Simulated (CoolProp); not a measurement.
A single-stage vapour-compression cycle with R227EA: evaporating at 289.15 K (dew point), condensing at 318.15 K (bubble point), superheat 10 K, subcooling 5 K, compressor efficiency 0.9, no pressure losses. Each further row changes one setting.

Model: reference Helmholtz-energy equation of state, Lemmon 2016, in CoolProp.

| case | cooling COP | pressure ratio | discharge temperature (K) | refrigerating effect (kJ/kg) | volumetric capacity (kJ/m³) |
|---|---|---|---|---|---|
| as stated | 7.84 | 2.35 | 321.6 | 96.5 | 2500 |
| evaporating temperature 294.15 K | 9.94 | 2.00 | 322.6 | 99.8 | 3030 |
| condensing temperature 313.15 K | 9.85 | 2.05 | 317.7 | 103 | 2660 |
| subcooling 10 K | 8.33 | 2.35 | 321.6 | 103 | 2660 |
| superheat 20 K | 8.10 | 2.35 | 331.1 | 105 | 2600 |
| compressor efficiency 0.8 | 6.97 | 2.35 | 323.1 | 96.5 | 2500 |
